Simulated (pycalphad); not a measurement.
All values are pycalphad results on the COST 507 light-alloy database (1999) (1 atm), not direct measurements. The database dates from 1999; later assessments differ in places, in temperatures and in the compounds included. Not assessed as a whole: an extrapolation from subsystems, which can miss ternary compounds. Amounts are mole fractions of atoms. Diffusion is slow at the low end, where real alloys seldom reach equilibrium.

Give the equilibrium state of Ti-0.38V-13.43Si (at.%) at 927 °C.

SITI3, fraction 0.503, with no V, 25.0 Si at.%; BCC_A2, fraction 0.497, with 0.77 V, 1.7 Si at.%.

Give the equilibrium state of Ti-0.38V-13.43Si (at.%) at 252 °C.

SITI3, fraction 0.533, with no V, 25.0 Si at.%; HCP_A3, fraction 0.464, with 0.28 V, 0.24 Si at.%; BCC_A2, fraction 0.003, with 90.8 V, <0.01 Si at.%.

Database names, with the compositions (at.%) that they take in these runs: SITI3: Ti 75 Si 25. BCC_A2 is bcc; HCP_A3 is hcp. An entry "none" or "no" means that the model of the phase leaves that element out.
